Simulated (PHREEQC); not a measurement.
A PHREEQC input (ion-association model, phreeqc.dat):

```
SOLUTION 1
  temp 28
  units mg/kgw
  pH 6.31
  pe 9.9
  Na 0.0301
  K 0.000224
  Ca 0.0364
  Mg 0.0083
  Cl 0.00815
  S(6) 0.137 as S
  Alkalinity 0.0475 as HCO3
  O(0) 0.000903
END
USE solution 1
EQUILIBRIUM_PHASES 1
  Quartz 0 0.5
  CO2(g) -2 10
END
```

The run finishes without an error or a warning.

Its last state differs from that of the intended input:

| quantity | as run | intended |
|---|---|---|
| ionic strength (mol/kgw) | 2.39e-5 | 1.82e-5 |
| HSO4- (mol/kgw) | 5.07e-9 | 1.70e-9 |
| CaSO4 (mol/kgw) | 6.72e-10 | 2.26e-10 |
| MgSO4 (mol/kgw) | 3.52e-10 | 1.18e-10 |

Problem. One thing in the input isn't as intended. What explains the difference?

Solution. One answer among several that fit: The fault: sulfate typed 'as S' though the number is for SO4. The line should read `as SO4` where the input has `as S`.
